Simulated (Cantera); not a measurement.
Input: 1 mol Fe, 0.41 mol Cl2, 0.29 mol N2, at 1375 °C and 1.30 bar.

These are equilibrium values from Cantera (NASA tables, ideal gas, pure condensed phases), not measurements of a reactor. Candidate condensed phases: Fe, FeCl2, FeCl3; 10 gas species. Equilibrium is a limit: real reactors are often held back by kinetics, nucleation or transport.

Base state: FeCl2 0.576, N2 0.417, Fe2Cl4 0.00625, FeCl3 0.000377, Cl 4.78e-5 (mole fractions); condensed: Fe(γ).

Task: What changes in the equilibrium state with this change: Cl2 from 0.41 to 0.057 mol?

Result: 
| species | before | after |
|---|---|---|
| N2 | 0.417 | 0.836 |
| FeCl2 | 0.576 | 0.163 |
| Fe2Cl4 | 0.00625 | 0.000502 |
| FeCl3 | 0.000377 | 5.68e-5 |
| Cl | 4.78e-5 | 2.54e-5 |
| Fe(γ), mol | 0.590 | 0.943 |

Task: What changes in the equilibrium state with this change: Cl2 from 0.41 to 0.022 mol?

Result: 
```csv
species,before,after
N2,0.417,0.930
FeCl2,0.576,0.0703
Fe2Cl4,0.00625,9.30e-5
FeCl3,0.000377,1.60e-5
Cl,4.78e-5,1.67e-5
"Fe(γ), mol",0.590,0.978
```
